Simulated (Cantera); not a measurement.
Gas activation for diamond growth

A perfectly stirred reactor is fed with 1.16 % CH₄, 97.0 % H₂, 1.84 % CO₂, at 0.0118 atm; it is held at 2525 K, and followed from long to short residence time.

Cantera simulation using GRI-Mech 3.0 (53 species, 325 reactions); the numbers are that mechanism's predictions, not measurements. Radical loss at walls, strong at low pressure, is not modelled.

| τ (s) | x CH₄ | x H₂ | x CO₂ | x CO | x O |
|---|---|---|---|---|---|
| 0.59 | 1.36e-5 | 0.855 | 3.66e-5 | 0.0276 | 1.44e-5 |
| 0.27 | 8.12e-5 | 0.890 | 5.06e-5 | 0.0274 | 6.90e-6 |
| 0.13 | 0.000238 | 0.907 | 8.45e-5 | 0.0260 | 4.70e-6 |
| 0.059 | 0.000557 | 0.917 | 0.000171 | 0.0236 | 3.66e-6 |
| 0.027 | 0.00113 | 0.924 | 0.000383 | 0.0210 | 2.89e-6 |
| 0.013 | 0.00205 | 0.929 | 0.000863 | 0.0189 | 2.17e-6 |
| 0.0058 | 0.00373 | 0.934 | 0.00216 | 0.0167 | 1.41e-6 |
| 0.0027 | 0.00601 | 0.940 | 0.00493 | 0.0135 | 7.55e-7 |
| 0.0012 | 0.00855 | 0.951 | 0.0103 | 0.00810 | 2.44e-7 |
| 0.00058 | 0.0101 | 0.960 | 0.0151 | 0.00326 | 5.60e-8 |
| 0.00027 | 0.0108 | 0.966 | 0.0175 | 0.000868 | 1.25e-8 |
x: mole fraction; the columns are a selection and need not sum to one.
